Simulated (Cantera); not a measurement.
Feed: 1 mol TiCl₄, a varied amount of C₃H₈, at 777 °C and 750 Torr.

Equilibrium computed with Cantera from the NASA thermochemical tables; the gas is ideal and each condensed phase is pure. Candidate condensed phases: C, C₆H₆, C₇H₈, C₈H₁₈, Ti, TiC, TiCl₂, TiCl₃, TiCl₄; 96 gas species. TiC: taken at fixed stoichiometry. Kinetics and transport are ignored.

**Question.** At 1 mol C₃H₈, list the 5 most abundant gas species with their mole fractions, and the condensed phases.

**Answer.** H₂ 0.698, TiCl₄ 0.172, HCl 0.0963, CH₄ 0.0279, TiCl₃ 0.00627. Condensed: C(graphite) + TiC(s).
